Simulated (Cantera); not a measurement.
**Adiabatic ignition**

An adiabatic, constant-volume homogeneous reactor starts with 7.75 % C3H8, 19.4 % O2, 72.9 % N2, at 1450 K and 0.360 bar.

Cantera simulation using GRI-Mech 3.0 (53 species, 325 reactions); the numbers are that mechanism's predictions, not measurements. GRI-Mech 3.0 was tuned for natural gas; its chemistry of propane as a main component is partial and can be far from experiment.

```csv
t (s),T (K),P (bar),x C3H8,x O2,x C2H4,x O,x CO,x NO,x CO2
3.00e-6,1448,0.360,0.0773,0.194,8.08e-5,4.26e-7,2.07e-8,<1e-12,3.76e-9
9.76e-6,1445,0.359,0.0767,0.193,0.000608,8.79e-7,1.09e-6,<1e-12,2.28e-7
3.18e-5,1437,0.358,0.0735,0.192,0.00352,1.75e-6,6.16e-5,2.53e-12,9.48e-6
0.000103,1438,0.364,0.0606,0.185,0.0156,3.68e-6,0.00127,3.18e-11,9.27e-5
0.000337,2862,0.912,<1e-12,6.95e-5,8.05e-11,0.000238,0.164,0.000603,0.0172
0.00110,2756,0.885,<1e-12,0.000198,<1e-12,0.000664,0.162,0.000771,0.0175
0.00357,2751,0.884,<1e-12,0.000202,<1e-12,0.000679,0.162,0.000884,0.0175
0.0116,2751,0.883,<1e-12,0.000202,<1e-12,0.000679,0.162,0.000902,0.0175
0.0378,2751,0.883,<1e-12,0.000202,<1e-12,0.000679,0.162,0.000902,0.0175
0.123,2751,0.883,<1e-12,0.000202,<1e-12,0.000679,0.162,0.000902,0.0175
0.400,2751,0.883,<1e-12,0.000202,<1e-12,0.000679,0.162,0.000902,0.0175
```
x: mole fraction; the columns are a selection and need not sum to one.

```json
{
  "time_of_steepest_temperature_rise": "0.247 ms",
  "temperature at 0.400 s": "2751 K",
  "equilibrium_temperature": "2751 K",
  "x(C3H8) at 0.400 s": "<1e-12 (gas-phase equilibrium <1e-12)",
  "x(O2) at 0.400 s": "0.000202 (gas-phase equilibrium 0.000202)",
  "x(C2H4) at 0.400 s": "<1e-12 (gas-phase equilibrium <1e-12)"
}
```
